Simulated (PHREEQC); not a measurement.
Solution (25 °C): 0.28 mol/kgw KBr and 5.3e-05 mol/kgw HNO3. Closed to the air; pH follows from the charge balance.

The numbers come from PHREEQC with the ion-association model, wateq4f.dat.

Precipitation was switched off in this run.

Problem. What pH does the model give?

Solution. pH 4.38.

Complexes and solids missing from the database can't appear.
